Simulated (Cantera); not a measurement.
A perfectly stirred reactor is fed with 6.76 % C2H6, 18.2 % O2, 68.3 % N2, 6.76 % H2O, equivalence ratio 1.3, at 1.38 atm; it is adiabatic with a 475 K inlet, and is followed from long to short residence time, starting on the burning branch (τ in s: 0.15, 0.061, 0.025, 0.01, 0.0041, 0.0017, 0.00068, 0.00027, 0.00011, 4.5e-05).

Computed with Cantera and GRI-Mech 3.0 (53 species, 325 reactions).

Task: Predict: blow-out, bracketed by the residence times tried; x(C2H6) at τ = 0.150 s; x(O2) at τ = 0.150 s; x(H2O) at τ = 0.150 s; x(H) at τ = 0.150 s; x(CO) at τ = 0.150 s; x(C2H6) at τ = 1.70 ms; x(O2) at τ = 1.70 ms; x(H2O) at τ = 1.70 ms; x(H) at τ = 1.70 ms; x(CO) at τ = 1.70 ms.

Result: 
```
Item                                                                             Value
------------------------------------------------  ------------------------------------
blow-out, bracketed by the residence times tried  burning at 0.270 ms, out at 0.110 ms
x(C2H6) at τ = 0.150 s                                                         2.92e-7
x(O2) at τ = 0.150 s                                                           8.14e-5
x(H2O) at τ = 0.150 s                                                            0.207
x(H) at τ = 0.150 s                                                            0.00128
x(CO) at τ = 0.150 s                                                            0.0607
x(C2H6) at τ = 1.70 ms                                                         1.25e-5
x(O2) at τ = 1.70 ms                                                           0.00151
x(H2O) at τ = 1.70 ms                                                            0.202
x(H) at τ = 1.70 ms                                                            0.00532
x(CO) at τ = 1.70 ms                                                            0.0612
```
